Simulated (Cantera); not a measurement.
Cantera run, input and output.

```python
import numpy as np
import cantera as ct

gas = ct.Solution("gri30.yaml")


def delay(T, t_max=10):
    gas.TPX = T, 3800000, {'CO': 1, 'H2': 0.29, 'O2': 1.04, 'N2': 3.91}
    reactor = ct.IdealGasConstPressureReactor(gas, clone=False)
    net = ct.ReactorNet([reactor])
    net.rtol, net.atol = 1e-8, 1e-16
    while net.time < t_max:
        t_old, T_old = net.time, reactor.T
        net.step()
        if reactor.T > T + 400:  # ignition: a rise of 400 K
            return t_old + (T + 400 - T_old) / (reactor.T - T_old) * (net.time - t_old)
    return np.nan


taus = []
for T in [873, 948, 1023, 1098, 1173, 1248, 1323, 1398, 1473]:
    taus.append(delay(T))
    print(f"T0 = {T:6g} K   tau = {taus[-1]:.4e} s")
```

It prints:

```
T0 =    873 K   tau = 8.7371e-02 s
T0 =    948 K   tau = 1.2008e-02 s
T0 =   1023 K   tau = 2.1848e-03 s
T0 =   1098 K   tau = 4.9256e-04 s
T0 =   1173 K   tau = 1.3084e-04 s
T0 =   1248 K   tau = 3.9128e-05 s
T0 =   1323 K   tau = 1.2711e-05 s
T0 =   1398 K   tau = 4.5661e-06 s
T0 =   1473 K   tau = 2.0497e-06 s
```

Cantera simulation using GRI-Mech 3.0 (53 species, 325 reactions); the numbers are that mechanism's predictions, not measurements. The hydrogen kinetics of GRI-Mech 3.0 are dated; newer H2 mechanisms differ, most at raised pressure. The pressure lies above the range GRI-Mech 3.0 was tuned for (to about 10 atm). Below about 950 K walls govern HO2 and H2O2 in real vessels.
